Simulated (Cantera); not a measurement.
Source: NASA polynomial tables (part measured, part estimated), evaluated in Cantera. Values are per mole of reaction as written; species without (g) are pure solids or liquids, kept so even where they would boil at 1 bar.

8 N(g) + B₂O₃(g) → 3 N₂O(g) + 2 BN

```tsv
T (K)	ΔH° (kJ)	ΔS° (J/K)	ΔG° (kJ)	log10 K
523	[?]	[?]	[?]	[?]
623	-3219.7	-861.6	-2682.9	224.94
723	[?]	[?]	[?]	[?]
823	-3224.6	-868.6	-2509.8	159.29
923	[?]	[?]	[?]	[?]
1023	[?]	[?]	[?]	[?]
```

Task: Some entries are withheld; supply them.

Result: 
- 523, ΔH° (kJ): -3215.8
- 523, ΔS° (J/K): -854.9
- 523, ΔG° (kJ): -2768.7
- 523, log10 K: 276.52
- 723, ΔH° (kJ): -3222.5
- 723, ΔS° (J/K): -865.9
- 723, ΔG° (kJ): -2596.5
- 723, log10 K: 187.59
- 923, ΔH° (kJ): -3226.1
- 923, ΔS° (J/K): -870.3
- 923, ΔG° (kJ): -2422.8
- 923, log10 K: 137.11
- 1023, ΔH° (kJ): -3227.0
- 1023, ΔS° (J/K): -871.3
- 1023, ΔG° (kJ): -2335.7
- 1023, log10 K: 119.26
